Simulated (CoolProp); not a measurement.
Vapour-liquid equilibrium of C2F6 (R116) (1) + R22 (2) at -24.75 °C; x and y are mole fractions of (1).

Computed with CoolProp (multi-fluid Helmholtz-energy mixture model, Lemmon 2006 and Kamei 1995; pair parameters Bell 2016).

```json
[
 {"x": "0.05", "bubble pressure (MPa)": "0.3523", "y at the bubble point": "0.427", "dew pressure at overall composition x (MPa)": "0.2142", "liquid density (mol/L)": "15.32"},
 {"x": "0.125", "bubble pressure (MPa)": "0.5059", "y at the bubble point": "0.609", "dew pressure at overall composition x (MPa)": "0.2326", "liquid density (mol/L)": "14.70"},
 {"x": "0.2", "bubble pressure (MPa)": "0.6023", "y at the bubble point": "0.680", "dew pressure at overall composition x (MPa)": "0.2542", "liquid density (mol/L)": "14.11"},
 {"x": "0.275", "bubble pressure (MPa)": "0.6636", "y at the bubble point": "0.717", "dew pressure at overall composition x (MPa)": "0.2802", "liquid density (mol/L)": "13.54"},
 {"x": "0.35", "bubble pressure (MPa)": "0.7049", "y at the bubble point": "0.741", "dew pressure at overall composition x (MPa)": "0.3119", "liquid density (mol/L)": "13.01"},
 {"x": "0.425", "bubble pressure (MPa)": "0.7356", "y at the bubble point": "0.759", "dew pressure at overall composition x (MPa)": "0.3514", "liquid density (mol/L)": "12.50"},
 {"x": "0.5", "bubble pressure (MPa)": "0.7615", "y at the bubble point": "0.775", "dew pressure at overall composition x (MPa)": "0.4019", "liquid density (mol/L)": "12.02"},
 {"x": "0.575", "bubble pressure (MPa)": "0.7856", "y at the bubble point": "0.793", "dew pressure at overall composition x (MPa)": "[?]", "liquid density (mol/L)": "[?]"},
 {"x": "0.65", "bubble pressure (MPa)": "[?]", "y at the bubble point": "0.813", "dew pressure at overall composition x (MPa)": "0.5579", "liquid density (mol/L)": "11.15"},
 {"x": "0.725", "bubble pressure (MPa)": "0.8338", "y at the bubble point": "0.838", "dew pressure at overall composition x (MPa)": "0.6772", "liquid density (mol/L)": "10.76"},
 {"x": "0.8", "bubble pressure (MPa)": "0.8574", "y at the bubble point": "0.868", "dew pressure at overall composition x (MPa)": "0.7947", "liquid density (mol/L)": "10.40"},
 {"x": "0.875", "bubble pressure (MPa)": "0.8790", "y at the bubble point": "0.908", "dew pressure at overall composition x (MPa)": "0.8616", "liquid density (mol/L)": "10.08"},
 {"x": "0.95", "bubble pressure (MPa)": "0.8962", "y at the bubble point": "0.958", "dew pressure at overall composition x (MPa)": "0.8941", "liquid density (mol/L)": "9.791"}
]
```

Problem. Fill in the missing entries.

Solution. 
- 0.575, dew pressure at overall composition x (MPa): 0.4682
- 0.575, liquid density (mol/L): 11.57
- 0.65, bubble pressure (MPa): 0.8096

No azeotrope shows between x = 0.05 and 0.95.

Pair parameters are fitted to limited data, so mixtures are less certain than the pure fluids. With so large a gap from Raoult's law the liquid may split in two, which this calculation doesn't test in full.
